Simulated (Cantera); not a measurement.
A Cantera script and what it prints.

```python
import numpy as np
import cantera as ct

gas_names = """
    Cr CrN CrO CrO2 CrO3 H HNO HNO2 HNO3 HO2 H2 H2O H2O2 N NH NH2 NH3 NH2OH NO NO2 NO3 N2 N2H2 N2H4 N2O
    O OH O2 O3
""".split()
cond_names = """
    Cr(cr) Cr(L) CrN(s) Cr2N(s) Cr2O3(s) Cr2O3(L) H2O(s) H2O(L)
""".split()


def load(file, names, dense=False):
    # The tables refer to 1 bar. Condensed volumes are neglected.
    table = {s.name: s for s in ct.Species.list_from_file(file)}
    out = []
    for n in names:
        d = dict(table[n].input_data)
        d["thermo"] = dict(d["thermo"], **{"reference-pressure": 1e5})
        if dense:
            d["equation-of-state"] = {"model": "constant-volume", "density": "1e6 g/cm^3"}
        out.append(ct.Species.from_dict(d))
    return out


gas = ct.Solution(thermo="ideal-gas", species=load("nasa_gas.yaml", gas_names))
cond = {s.name: ct.Solution(thermo="fixed-stoichiometry", species=[s], name=s.name)
        for s in load("nasa_condensed.yaml", cond_names, dense=True)}
atoms = {
    'Cr': {'Cr': 1},
    'N2O': {'N': 2, 'O': 1},
    'H2': {'H': 2},
    'O2': {'O': 2},
}
top_T = {'CrN(s)': 1900, 'Cr2N(s)': 1900}  # K; cautious upper limits of use, not melting points


def equilibrate(T, P, feed):
    n = {}
    for name, mol in feed.items():
        for a, k in atoms[name].items():
            n[a] = n.get(a, 0.0) + k * mol
    gas.TPX = T, P, n
    mass = sum(n.values()) * gas.mean_molecular_weight
    gas.equilibrate("TP")
    valid = [c for c in cond.values() if c.min_temp <= T <= top_T.get(c.name, c.max_temp)]
    mix = ct.Mixture([(gas, mass / gas.mean_molecular_weight)] + [(c, 0.0) for c in valid])
    mix.T, mix.P = T, P
    mix.equilibrate("TP", solver="vcs", rtol=1e-11, max_steps=5000)
    return mix


results = []
feed = {'Cr': 1, 'N2O': 1.7, 'H2': 480, 'O2': 0.073}  # mol
P = 300  # Pa
for T in [1475, 1500, 1525, 1550, 1575, 1600, 1625, 1650, 1675, 1700, 1725, 1750, 1775, 1800]:
    mix = equilibrate(T, P, feed)
    results.append((T, P, feed, dict(zip(mix.species_names, mix.species_moles))))

top = {s: max(r[3][s] / sum(r[3][g] for g in gas_names) for r in results) for s in gas_names}
cols = sorted((s for s in top if top[s] > 1e-06), key=lambda s: -top[s])[:6]
seen = [c for c in cond_names if any(r[3].get(c, 0) > 1e-12 for r in results)]
print("log10 of partial pressures in bar; condensed amounts in mol")
print(f"{'T/K':>10s}" + "".join(f"{s[:9]:>10s}" for s in cols + seen))
for T, P, feed, n in results:
    ng = sum(n[g] for g in gas_names)
    print(f"{T:10.4g}" + "".join(f"{np.log10(max(n[s] / ng * P / 1e5, 1e-99)):10.3f}" for s in cols)
          + "".join(f"{n.get(c, 0):10.4g}" for c in seen))
```

Output:

```
log10 of partial pressures in bar; condensed amounts in mol
       T/K        H2         H       H2O        N2        Cr       CrO    Cr(cr)  Cr2O3(s)
      1475    -2.525    -6.150    -5.505    -4.975    -6.477    -9.983    0.0509    0.4478
      1500    -2.525    -6.017    -5.432    -4.975    -6.250    -9.660   0.07535    0.4171
      1525    -2.525    -5.889    -5.361    -4.975    -6.030    -9.348   0.08571    0.3822
      1550    -2.526    -5.765    -5.293    -4.976    -5.818    -9.046   0.07044    0.3425
      1575    -2.526    -5.644    -5.227    -4.976    -5.613    -8.754   0.01211    0.2977
      1600    -2.526    -5.528    -5.133    -4.976    -5.460    -8.487         0    0.2207
      1625    -2.527    -5.415    -5.034    -4.976    -5.325    -8.232         0    0.1186
      1650    -2.528    -5.306    -4.941    -4.976    -5.208    -8.003         0         0
      1675    -2.528    -5.199    -4.941    -4.977    -5.208    -7.985         0         0
      1700    -2.528    -5.096    -4.941    -4.977    -5.208    -7.967         0         0
      1725    -2.528    -4.995    -4.942    -4.977    -5.208    -7.950         0         0
      1750    -2.529    -4.898    -4.942    -4.977    -5.208    -7.933         0         0
      1775    -2.529    -4.803    -4.942    -4.977    -5.209    -7.917         0         0
      1800    -2.530    -4.711    -4.942    -4.978    -5.209    -7.902         0         0
```

Equilibrium computed with Cantera from the NASA thermochemical tables; the gas is ideal and each condensed phase is pure. Mutual solubility and eutectic melting of coexisting phases are not modelled.
